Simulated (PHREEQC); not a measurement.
Make-up at 25 °C: 0.023 mol/kgw KOH, 0.24 mol/kgw Al(NO3)3, 0.0015 mol/kgw CuSO4 and 0.12 mol/kgw H2SO4. Closed to the air; pH follows from the charge balance.

Equilibrium calculation in PHREEQC: ion-association model, phreeqc.dat.

No solid was allowed to form.

**Question.** Order these S species by the share of S that they hold, largest first: SO4-2, AlHSO4+2, AlSO4+, Al(SO4)2-, HSO4-.

**Answer.** AlSO4+ (64 %), HSO4- (20 %), SO4-2 (8.7 %), Al(SO4)2- (6.0 %), AlHSO4+2 (1.00 %)

The pH is 0.85 and the ionic strength 1.25 mol/kgw. Caution: at this ionic strength the ion-association model is outside its range; a Pitzer model would be the better tool where its parameters exist. Species that the database lacks are ignored.
